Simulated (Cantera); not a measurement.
A closed system holds: 1 mol Si₂H₆, 0.12 mol NO, 36 mol H₂, equilibrated at 0.0133 bar.

Equilibrium computed with Cantera from the NASA thermochemical tables; the gas is ideal and each condensed phase is pure. Candidate condensed phases: H₂O, Si, SiO₂, Si₂N₂O, Si₃N₄; 35 gas species. The feed counts by its element totals alone. Mutual solubility and eutectic melting of coexisting phases are not modelled. The tables hold silica as quartz up to 1696 K and as liquid above; real silica turns to tridymite and cristobalite and melts near 1996 K. Gases not in the tables: Si₂H₆ and higher silanes. Equilibrium is a limit: real reactors are often held back by kinetics, nucleation or transport.

x: gas mole fraction; n: condensed amount in mol.

```tsv
T (°C)	x H₂	x H	x SiO	x N₂	n Si(s)	n SiO₂(β-quartz)	n Si₂N₂O(s)	n Si(l)
802	1.000	1.27e-7	7.17e-7	1.24e-12	1.85	0.0300	0.0600	0
877	1.000	6.46e-7	8.94e-6	4.34e-11	1.85	0.0298	0.0600	0
952	1.000	2.70e-6	8.14e-5	9.76e-10	1.85	0.0284	0.0600	0
1027	0.999	___	___	___	1.84	___	0.0600	0
1102	0.998	___	0.00154	___	1.82	0	0.0600	0
1177	0.998	8.18e-5	0.00155	1.53e-5	1.82	0	0.0594	0
1252	0.998	0.000205	0.00189	0.000359	1.83	0	0.0460	0
1327	0.995	0.000470	0.00306	0.00153	1.88	0	0	0
1402	0.994	0.00100	0.00306	0.00153	1.88	0	0	0
1477	0.993	0.00201	0.00306	0.00153	0	0	0	1.87
1552	0.991	0.00380	0.00306	0.00153	0	0	0	1.86
1627	0.987	0.00683	0.00305	0.00152	0	0	0	1.84
```

Question: Complete the blanks.

Answer: 
- 1102, x H: 2.97e-5
- 1102, x N₂: 3.69e-7
- 1027, x H: 9.58e-6
- 1027, x SiO: 0.000571
- 1027, x N₂: 1.52e-8
- 1027, n SiO₂(β-quartz): 0.0189
